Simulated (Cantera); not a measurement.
What does this Cantera script print?

```python
import numpy as np
import cantera as ct

gas_names = """
    B BH BH2 BH3 BO BO2 B2 B2O B2O2 B2O3 B3O3H3 H HBO HBO2 HO2 H2 H2O H2O2 H3B3O6 O OH O2 O3
""".split()
cond_names = """
    B(b) B(L) B2O3(L) B3O3H3(cr) H2O(s) H2O(L)
""".split()


def load(file, names, dense=False):
    # The tables refer to 1 bar. Condensed volumes are neglected.
    table = {s.name: s for s in ct.Species.list_from_file(file)}
    out = []
    for n in names:
        d = dict(table[n].input_data)
        d["thermo"] = dict(d["thermo"], **{"reference-pressure": 1e5})
        if dense:
            d["equation-of-state"] = {"model": "constant-volume", "density": "1e6 g/cm^3"}
        out.append(ct.Species.from_dict(d))
    return out


gas = ct.Solution(thermo="ideal-gas", species=load("nasa_gas.yaml", gas_names))
cond = {s.name: ct.Solution(thermo="fixed-stoichiometry", species=[s], name=s.name)
        for s in load("nasa_condensed.yaml", cond_names, dense=True)}
atoms = {
    'B': {'B': 1},
    'H2O': {'H': 2, 'O': 1},
}
top_T = {}  # K; cautious upper limits of use, not melting points


def equilibrate(T, P, feed):
    n = {}
    for name, mol in feed.items():
        for a, k in atoms[name].items():
            n[a] = n.get(a, 0.0) + k * mol
    gas.TPX = T, P, n
    mass = sum(n.values()) * gas.mean_molecular_weight
    gas.equilibrate("TP")
    valid = [c for c in cond.values() if c.min_temp <= T <= top_T.get(c.name, c.max_temp)]
    mix = ct.Mixture([(gas, mass / gas.mean_molecular_weight)] + [(c, 0.0) for c in valid])
    mix.T, mix.P = T, P
    mix.equilibrate("TP", solver="vcs", rtol=1e-11, max_steps=5000)
    return mix


results = []
feed = {'B': 1, 'H2O': 0.17}  # mol
P = 4500  # Pa
for T in [875, 1025, 1175, 1325, 1475, 1625, 1775, 1925, 2075, 2225, 2375]:
    mix = equilibrate(T, P, feed)
    results.append((T, P, feed, dict(zip(mix.species_names, mix.species_moles))))

top = {s: max(r[3][s] / sum(r[3][g] for g in gas_names) for r in results) for s in gas_names}
cols = sorted((s for s in top if top[s] > 1e-06), key=lambda s: -top[s])[:7]
seen = [c for c in cond_names if any(r[3].get(c, 0) > 1e-12 for r in results)]
print("log10 of partial pressures in bar; condensed amounts in mol")
print(f"{'T/K':>10s}" + "".join(f"{s[:9]:>10s}" for s in cols + seen))
for T, P, feed, n in results:
    ng = sum(n[g] for g in gas_names)
    print(f"{T:10.4g}" + "".join(f"{np.log10(max(n[s] / ng * P / 1e5, 1e-99)):10.3f}" for s in cols)
          + "".join(f"{n.get(c, 0):10.4g}" for c in seen))
```

Result:

```
log10 of partial pressures in bar; condensed amounts in mol
       T/K        H2       HBO      B2O2        BO      B2O3         H      HBO2      B(b)      B(L)   B2O3(L)
       875    -1.347    -8.284   -13.057   -15.895   -14.462   -10.973   -11.020    0.8865         0   0.05648
      1025    -1.347    -6.447    -9.844   -12.316   -10.968    -9.035    -8.767    0.8864         0   0.05644
      1175    -1.347    -5.094    -7.475    -9.668    -8.399    -7.585    -7.115    0.8864         0   0.05641
      1325    -1.348    -4.058    -5.661    -7.632    -6.436    -6.461    -5.856    0.8863         0    0.0563
      1475    -1.354    -3.243    -4.230    -6.021    -4.890    -5.564    -4.868    0.8856         0   0.05546
      1625    -1.385    -2.598    -3.075    -4.715    -3.643    -4.844    -4.087    0.8809         0    0.0497
      1775    -1.564    -2.144    -2.123    -3.637    -2.618    -4.321    -3.522    0.8461         0  0.001289
      1925    -1.588    -2.076    -2.078    -3.108    -2.887    -3.814    -3.737    0.8383         0         0
      2075    -1.609    -2.045    -2.093    -2.683    -3.196    -3.379    -3.975     0.834         0         0
      2225    -1.634    -2.050    -2.163    -2.346    -3.546    -3.006    -4.239    0.8312         0         0
      2375    -1.668    -2.101    -2.304    -2.093    -3.960    -2.685    -4.543         0    0.8287         0
```

These are equilibrium values from Cantera (NASA tables, ideal gas, pure condensed phases), not measurements of a reactor. Mutual solubility and eutectic melting of coexisting phases are not modelled. The tables' values for BH2 are old estimates; treat these amounts as uncertain.
